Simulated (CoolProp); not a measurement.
Properties of n-butane along the isotherm 471.7 K.

Computed with CoolProp (reference Helmholtz-energy equation of state, Bücker 2006).

| p (MPa) | phase | Z | cp (kJ/(kg K)) | speed of sound (m/s) | expansivity (1/kK) |
|---|---|---|---|---|---|
| 0.356 | gas | 0.9777 | 2.471 | 262.6 | 2.294 |
| 0.712 | gas | 0.9547 | 2.499 | 257.2 | 2.490 |
| 1.07 | gas | 0.9307 | 2.530 | 251.6 | 2.716 |
| 1.42 | gas | 0.9064 | 2.565 | 245.9 | 2.969 |
| 1.78 | gas | 0.8805 | 2.606 | 239.8 | 3.271 |
| 2.14 | gas | 0.8535 | 2.654 | 233.4 | 3.624 |
| 2.49 | gas | 0.8263 | 2.709 | 227.0 | 4.029 |
| 2.85 | gas | 0.7971 | 2.776 | 220.2 | 4.526 |
| 3.2 | gas | 0.7674 | 2.855 | 213.4 | 5.106 |
| 3.56 | gas | 0.7357 | 2.953 | 206.3 | 5.832 |
| 3.91 | supercritical | 0.7034 | 3.070 | 199.2 | 6.697 |
| 4.27 | supercritical | 0.6689 | 3.221 | 192.1 | 7.797 |
| 4.63 | supercritical | 0.6330 | 3.409 | 185.2 | 9.159 |
| 4.98 | supercritical | 0.5971 | 3.635 | 179.2 | 10.77 |
| 5.34 | supercritical | 0.5599 | 3.913 | 174.1 | 12.69 |
| 5.69 | supercritical | 0.5247 | 4.208 | 171.1 | 14.61 |
